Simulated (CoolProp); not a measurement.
Model: reference Helmholtz-energy equation of state, Bücker 2006, in CoolProp.

For n-butane, give the phase and the cv (kJ/(kg K)), speed of sound (m/s), Joule-Thomson coefficient (K/MPa) at 418.2 K and 0.202 bar; 464.3 K and 0.103 bar.


- 418.2 K and 0.202 bar: gas; cv 2.08, speed of sound 252, Joule-Thomson coefficient 8.49
- 464.3 K and 0.103 bar: gas; cv 2.27, speed of sound 266, Joule-Thomson coefficient 6.25
